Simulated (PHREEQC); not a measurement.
1 kg of water meets 20 L of dry gas (N2 0.19, O2 0.81 by moles) at fixed total pressure, at 25 °C; fugacities by Peng-Robinson. The gases take part in no redox reaction, some water evaporates into the gas, and hydrates or a liquid gas phase aren't modelled. Nothing may precipitate in this run.

Computed with PHREEQC (ion-association model, phreeqc.dat).

```csv
P (atm),dissolved N2 (mol/kgw),φ of N2,p of N2 (atm),dissolved O2 (mol/kgw),φ of O2,p of O2 (atm)
2,0.000249,0.999,0.374,0.00204,0.998,1.59
5,0.000626,0.998,0.944,0.00511,0.995,4.02
10,0.00125,0.996,1.89,0.0101,0.991,8.07
20,0.00246,0.992,3.80,0.0199,0.982,16.2
30,0.00363,0.989,5.70,0.0292,0.973,24.3
40,0.00477,0.986,7.60,0.0381,0.965,32.4
50,0.00587,0.983,9.50,0.0467,0.957,40.5
75,0.00851,0.978,14.2,0.0666,0.939,60.7
100,0.0110,0.975,19.0,0.0847,0.923,80.9
150,0.0155,0.974,28.5,0.116,0.897,121
200,0.0196,0.981,38.0,0.142,0.877,162
300,0.0268,1.009,57.0,0.185,0.856,243
400,0.0332,1.055,76.0,0.217,0.853,324
```

Species that the database lacks are ignored.
